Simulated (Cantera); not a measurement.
A perfectly stirred reactor is fed with NH3 : H2 = 1 : 0.85 (molar parts), at 20.0 Torr; it is held at 1975 K, and followed from long to short residence time.

Computed with Cantera and the gas-phase N/H chemistry of the illustrative SiF4/NH3 mechanism in the Surface Chemkin manual (1991). Walls and surfaces, which speed up NH3 decomposition in real reactors, are not modelled.

Problem. What does this change do: temperature 1975 to 1525 K?

Solution. 
```json
[
 {"quantity": "x(NH3) at τ = 1.30 s", "before": "0.231", "after": "0.538"},
 {"quantity": "x(H2) at τ = 1.30 s", "before": "0.668", "after": "0.461"},
 {"quantity": "x(NH) at τ = 1.30 s", "before": "1.24e-5", "after": "2.30e-7"},
 {"quantity": "x(N2) at τ = 1.30 s", "before": "0.100", "after": "0.000639"},
 {"quantity": "x(N) at τ = 1.30 s", "before": "9.89e-7", "after": "7.35e-9"},
 {"quantity": "x(NH3) at τ = 24.0 ms", "before": "0.528", "after": "0.541"},
 {"quantity": "x(H2) at τ = 24.0 ms", "before": "0.467", "after": "0.459"},
 {"quantity": "x(NH) at τ = 24.0 ms", "before": "1.37e-5", "after": "2.45e-9"},
 {"quantity": "x(N2) at τ = 24.0 ms", "before": "0.00370", "after": "8.74e-8"},
 {"quantity": "x(N) at τ = 24.0 ms", "before": "7.29e-7", "after": "8.38e-12"}
]
```

Problem. What does this change do: temperature 1975 to 1373 K?

Solution. 
```
quantity                before     after
---------------------  -------  --------
x(NH3) at τ = 1.30 s     0.231     0.540
x(H2) at τ = 1.30 s      0.668     0.459
x(NH) at τ = 1.30 s    1.24e-5   9.47e-9
x(N2) at τ = 1.30 s      0.100   1.25e-5
x(N) at τ = 1.30 s     9.89e-7  1.32e-10
x(NH3) at τ = 24.0 ms    0.528     0.541
x(H2) at τ = 24.0 ms     0.467     0.459
x(NH) at τ = 24.0 ms   1.37e-5  6.74e-12
x(N2) at τ = 24.0 ms   0.00370  1.20e-10
x(N) at τ = 24.0 ms    7.29e-7    <1e-12
```
